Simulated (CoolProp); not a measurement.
Vapour-liquid equilibrium of propane (1) + dimethyl ether (2) at 196.9 K; x and y are mole fractions of (1).

Computed with CoolProp (multi-fluid Helmholtz-energy mixture model, Lemmon 2009 and Wu 2011; pair parameters Bell 2016).

**Question.** Give the bubble pressure and the first vapour's composition at x = 0.2, 0.275, 0.95. Is there an azeotrope?

**Answer.** x = 0.2: 0.01078 MPa, y = 0.584; x = 0.275: 0.01195 MPa, y = 0.647; x = 0.95: 0.01653 MPa, y = 0.959. No azeotrope shows between x = 0.05 and 0.95.

Pair parameters are fitted to limited data, so mixtures are less certain than the pure fluids.
